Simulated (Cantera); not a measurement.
# Thermodynamics of chlorosilane synthesis and conversion, feed SiCl4 + H2

Charge: 1 mol SiCl4, 1.1 mol H2, at 6.90 bar.

Cantera equilibrium calculation (NASA polynomials, part measured and part estimated; ideal gas, pure solids and liquids). Candidate condensed phases: Si; 19 gas species. The tables' values for SiCl3 are old estimates; treat these amounts as uncertain. Equilibrium is a limit: real reactors are often held back by kinetics, nucleation or transport.

| T (K) | x H2 | x SiCl4 | x HCl | x SiHCl3 | x SiCl3 |
|---|---|---|---|---|---|
| 550 | 0.522 | 0.475 | 0.00137 | 0.00137 | 3.24e-10 |
| 650 | 0.519 | 0.472 | 0.00446 | 0.00446 | 3.92e-8 |
| 750 | 0.513 | 0.466 | 0.0104 | 0.0104 | 1.30e-6 |
| 850 | 0.504 | 0.457 | 0.0196 | 0.0195 | 1.87e-5 |
| 950 | 0.492 | 0.444 | 0.0320 | 0.0314 | 0.000150 |
| 1050 | 0.477 | 0.429 | 0.0471 | 0.0452 | 0.000798 |
| 1150 | 0.460 | 0.412 | 0.0649 | 0.0592 | 0.00308 |
x: gas mole fraction; nothing condenses.

From 550 K to 1150 K nothing is condensed. The main Si-bearing gas is SiCl4 throughout.
